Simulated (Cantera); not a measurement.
Input: 1 mol BF3, 0.4 mol N2, equilibrated at 0.450 bar.

Equilibrium computed with Cantera from the NASA thermochemical tables; the gas is ideal and each condensed phase is pure. Candidate condensed phases: B, BN; 13 gas species. Kinetics and transport are ignored. All values below are at 1698 K.

Base state: BF3 0.714, N2 0.286 (mole fractions); condensed: gas only.

What changes in the equilibrium state with this change: BF3 replaced by borazine?


```
species     before     after
----------  ------  --------
H2               0     0.882
N2           0.286     0.118
H                0  0.000202
BF3          0.714         0
BN(s), mol       0      3.00
```
The feed counts by its element totals alone.

What changes in the equilibrium state with this change: 0.005 mol Cl2 added?


```tsv
species	before	after
BF3	0.714	0.710
N2	0.286	0.284
Cl	0	0.00615
Cl2	0	0.000471
```
